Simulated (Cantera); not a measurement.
# Ignition delay

Mixture: 7.85 % CH4, 24.9 % O2, 67.3 % N2, equivalence ratio 0.63, at 1.00 atm, adiabatic and at constant pressure. Ignition delay is the time to a rise of 400 K.

Model: GRI-Mech 3.0 (53 species, 325 reactions), integrated in Cantera.

| T0 (K) | delay (ms) |
|---|---|
| 1298 | 7.12 |
| 1373 | 2.87 |
| 1448 | 1.28 |
| 1523 | 0.628 |
| 1598 | 0.338 |
| 1673 | 0.196 |
| 1748 | 0.121 |

```
Property                                                 Value
--------------------------------------------------  ----------
apparent activation energy between 1598 and 1748 K  160 kJ/mol
```
